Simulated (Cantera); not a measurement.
What does this Cantera script print?

```python
import numpy as np
import cantera as ct

gas = ct.Solution("h2o2.yaml")


def delay(T, t_max=10):
    gas.TPX = T, 240000, {'H2': 1, 'O2': 0.781, 'N2': 2.94}
    reactor = ct.IdealGasReactor(gas, clone=False)
    net = ct.ReactorNet([reactor])
    net.rtol, net.atol = 1e-8, 1e-16
    while net.time < t_max:
        t_old, T_old = net.time, reactor.T
        net.step()
        if reactor.T > T + 400:  # ignition: a rise of 400 K
            return t_old + (T + 400 - T_old) / (reactor.T - T_old) * (net.time - t_old)
    return np.nan


taus = []
for T in [1223, 1273, 1323, 1373, 1423, 1473, 1523, 1573]:
    taus.append(delay(T))
    print(f"T0 = {T:6g} K   tau = {taus[-1]:.4e} s")
```

Result:

```
T0 =   1223 K   tau = 1.8471e-05 s
T0 =   1273 K   tau = 1.3964e-05 s
T0 =   1323 K   tau = 1.1058e-05 s
T0 =   1373 K   tau = 9.0596e-06 s
T0 =   1423 K   tau = 7.6301e-06 s
T0 =   1473 K   tau = 6.5818e-06 s
T0 =   1523 K   tau = 5.8024e-06 s
T0 =   1573 K   tau = 5.2202e-06 s
```

Computed with Cantera and the H2/O2 subset of GRI-Mech 3.0, which has no nitrogen chemistry. The hydrogen kinetics of GRI-Mech 3.0 are dated; newer H2 mechanisms differ, most at raised pressure. Where the delays flatten at high temperature, the 400 K rule measures the pace of heat release, not the induction time.
